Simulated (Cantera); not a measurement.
Input: 1 mol MgCO3, 1.8 mol CO2, held at 1.00 bar.

Method: chemical equilibrium by Gibbs-energy minimisation in Cantera with the NASA 1993 tables (ideal gas, pure condensed phases). Candidate condensed phases: C, Mg, MgCO3, MgO; 15 gas species. Rates play no part. All values below are at 677 °C.

Base state: CO2 1.00 (mole fractions); condensed: MgO(s).

Problem. What changes in the equilibrium state with this change: 0.096 mol H2 added?

Solution. 
```tsv
species	before	after
CO2	1.00	0.936
H2O	0	0.0313
CO	5.91e-8	0.0313
H2	0	0.00187
MgO(s), mol	1.00	1.00
```
Further candidate phases: C6H6, C7H8, C8H18, H2O, Mg(OH)2.
